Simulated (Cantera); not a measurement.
# Silicon etching in halogen gases: Si + Cl₂ + H₂ + HF

Charge: 1 mol Si, 2.1 mol Cl₂, 7.3 mol H₂, 11 mol HF, equilibrated at 31.0 Pa.

Method: chemical equilibrium by Gibbs-energy minimisation in Cantera with the NASA 1993 tables (ideal gas, pure condensed phases). Candidate condensed phases: Si; 37 gas species. The tables' values for SiF₃, SiF₂ are old estimates; treat these amounts as uncertain. The numbers say what is thermodynamically allowed, not how fast it happens.

From 1223 K to 1673 K nothing is condensed. The main Si-bearing gas is SiF₄ throughout.

| T (K) | x H₂ | x HF | x HCl | x SiF₄ | x SiF₃ | x H |
|---|---|---|---|---|---|---|
| 1223 | 0.371 | 0.361 | 0.216 | 0.0515 | 1.69e-5 | 1.04e-5 |
| 1273 | 0.371 | 0.361 | 0.216 | 0.0515 | 4.45e-5 | 2.47e-5 |
| 1323 | 0.371 | 0.361 | 0.216 | 0.0514 | 0.000109 | 5.49e-5 |
| 1373 | 0.371 | 0.361 | 0.216 | 0.0513 | 0.000249 | 0.000115 |
| 1423 | 0.371 | 0.361 | 0.216 | 0.0510 | 0.000534 | 0.000230 |
| 1473 | 0.370 | 0.362 | 0.216 | 0.0504 | 0.00108 | 0.000437 |
| 1523 | 0.369 | 0.362 | 0.216 | 0.0493 | 0.00205 | 0.000798 |
| 1573 | 0.368 | 0.364 | 0.215 | 0.0475 | 0.00368 | 0.00140 |
| 1623 | 0.365 | 0.366 | 0.214 | 0.0447 | 0.00615 | 0.00237 |
| 1673 | 0.361 | 0.369 | 0.213 | 0.0405 | 0.00953 | 0.00389 |
x: gas mole fraction; nothing condenses.
